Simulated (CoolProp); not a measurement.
Propane at several states: Z from the reference equation and from simpler models built on Tc = 369.9 K, pc = 4251 kPa, ω = 0.152; each cubic takes its own stable root.

Model: reference Helmholtz-energy equation of state, Lemmon 2009, in CoolProp.

```json
[
 {"T (K)": "463", "p (kPa)": "363", "phase": "gas", "reference": "0.9860", "Redlich-Kwong": "0.9850", "Peng-Robinson": "0.9838"},
 {"T (K)": "92", "p (kPa)": "30.7", "phase": "liquid", "reference": "___", "Redlich-Kwong": "0.002653", "Peng-Robinson": "___"},
 {"T (K)": "459.8", "p (kPa)": "2490", "phase": "gas", "reference": "___", "Redlich-Kwong": "0.8922", "Peng-Robinson": "___"},
 {"T (K)": "400.7", "p (kPa)": "1110", "phase": "gas", "reference": "___", "Redlich-Kwong": "0.9266", "Peng-Robinson": "___"},
 {"T (K)": "319.4", "p (kPa)": "23", "phase": "gas", "reference": "0.9971", "Redlich-Kwong": "0.9972", "Peng-Robinson": "0.9969"},
 {"T (K)": "436.8", "p (kPa)": "274", "phase": "gas", "reference": "0.9872", "Redlich-Kwong": "0.9865", "Peng-Robinson": "0.9852"}
]
```

Q: What belongs in the gaps?

A: 
- 92, reference: 0.002436
- 92, Peng-Robinson: 0.002384
- 459.8, reference: 0.8994
- 459.8, Peng-Robinson: 0.8865
- 400.7, reference: 0.9284
- 400.7, Peng-Robinson: 0.9197
